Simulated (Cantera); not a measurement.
## Reactions in the system Al-Br-H-O

Source: NASA polynomial tables (part measured, part estimated), evaluated in Cantera. Values are per mole of reaction as written; species without (g) are pure solids or liquids, kept so even where they would boil at 1 bar.

4 AlBr3(g) + 6 H2O2(g) → 2 Al2O(g) + 5 O2(g) + 12 HBr(g)

| T (K) | ΔH° (kJ) | ΔS° (J/K) | ΔG° (kJ) | log10 K |
|---|---|---|---|---|
| 1273 | 1723.3 | 1107.6 | 313.3 | -12.86 |
| 1473 | 1718.5 | 1104.1 | 92.1 | -3.27 |
| 1673 | 1713.2 | 1100.8 | -128.3 | 4.01 |
| 1873 | 1707.8 | 1097.7 | -348.2 | 9.71 |
| 2073 | 1702.1 | 1094.8 | -567.4 | 14.30 |
| 2273 | 1696.2 | 1092.1 | -786.1 | 18.06 |
| 2473 | 1690.3 | 1089.6 | -1004.3 | 21.21 |
| 2673 | 1684.3 | 1087.2 | -1221.9 | 23.88 |
| 2873 | 1678.3 | 1085.1 | -1439.2 | 26.17 |
